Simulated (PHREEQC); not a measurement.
A solution holds 60 mmol/kgw NH4Cl, at 25 °C. Closed to the air; pH follows from the charge balance.

Computed with PHREEQC (ion-association model, phreeqc.dat).

```csv
quantity,before,after
pH,5.32,4.94
NH3 (mol/kgw),5.60e-6,1.50e-5
```

Name the change that produced these shifts.
A. diluted 100-fold with water
B. temperature from 25 to 5 °C
C. NH4Cl replaced by (NH4)2SiF6 at the same molality
D. NH4Cl from 0.06 to 0.012 mol/kgw
E. NH4Cl from 0.06 to 0.6 mol/kgw

E, NH4Cl from 0.06 to 0.6 mol/kgw

This is a speciation only: nothing precipitates in the calculation.
